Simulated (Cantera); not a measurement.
Cantera run, input and output.

```python
import numpy as np
import cantera as ct

gas = ct.Solution("gri30.yaml")
gas.TPX = 1398, 780, {'H2': 0.39, 'O2': 1}
reactor = ct.IdealGasConstPressureReactor(gas, energy="off", clone=False)
net = ct.ReactorNet([reactor])
net.rtol, net.atol = 1e-08, 1e-18
show = ['H2', 'O2', 'H2O', 'H', 'O', 'HO2']
times = np.geomspace(4e-05, 7, 9)

steps = ct.SolutionArray(gas, extra=["t"])
rows = []
print(f"{'t/s':>10s}{'T/K':>9s}{'P/Pa':>11s}" + "".join(f"{s:>11s}" for s in show))
for t in times:
    while net.time < t:
        t_next = net.step()
        steps.append(gas.state, t=t_next)
    rows.append([np.interp(t, steps.t, y) for y in (steps.T, steps.P, *steps(*show).X.T)])
    print(f"{t:10.3e}{rows[-1][0]:9.1f}{rows[-1][1]:11.4g}" + "".join(f"{x:11.3e}" for x in rows[-1][2:]))
rate = np.gradient(steps.T, steps.t)
print("integrator steps:", len(steps.t))
if steps.T.max() > steps.T[0] + 200:
    print(f"time of steepest temperature rise: {steps.t[rate.argmax()]:.4e} s")
gas.TPX = 1398, 780, {'H2': 0.39, 'O2': 1}
gas.equilibrate("TP")
print(f"equilibrium (TP): T = {gas.T:.1f} K  " + "  ".join(f"{s} {gas[s].X[0]:.3e}" for s in show))
```

Result:

```
       t/s      T/K       P/Pa         H2         O2        H2O          H          O        HO2
 4.000e-05   1398.0        780  2.806e-01  7.194e-01  2.642e-08  1.021e-07  3.185e-08  1.073e-07
 1.809e-04   1398.0        780  2.806e-01  7.194e-01  2.437e-06  1.940e-06  9.844e-07  4.837e-07
 8.181e-04   1398.0        780  1.415e-01  6.414e-01  9.798e-02  6.085e-02  3.693e-02  2.694e-06
 3.700e-03   1398.0        780  1.781e-02  5.612e-01  2.091e-01  9.122e-02  9.938e-02  3.632e-06
 1.673e-02   1398.0        780  1.514e-02  5.859e-01  2.363e-01  6.460e-02  7.804e-02  3.974e-06
 7.568e-02   1398.0        780  5.508e-03  6.456e-01  2.998e-01  1.171e-02  2.466e-02  4.028e-06
 3.422e-01   1398.0        780  3.274e-04  6.712e-01  3.238e-01  1.601e-04  1.411e-03  9.892e-07
 1.548e+00   1398.0        780  2.205e-05  6.732e-01  3.258e-01  2.798e-06  9.506e-05  1.334e-07
 7.000e+00   1398.0        780  3.253e-06  6.735e-01  3.262e-01  1.591e-07  1.405e-05  9.966e-08
integrator steps: 1553
equilibrium (TP): T = 1398.0 K  H2 1.985e-06  O2 6.735e-01  H2O 3.262e-01  H 7.600e-08  O 8.579e-06  HO2 1.144e-07
```

Detailed kinetics in Cantera: GRI-Mech 3.0 (53 species, 325 reactions). Radical loss at walls, strong at low pressure, is not modelled. The temperature is held fixed by assumption; the heat of reaction is taken as removed at once.
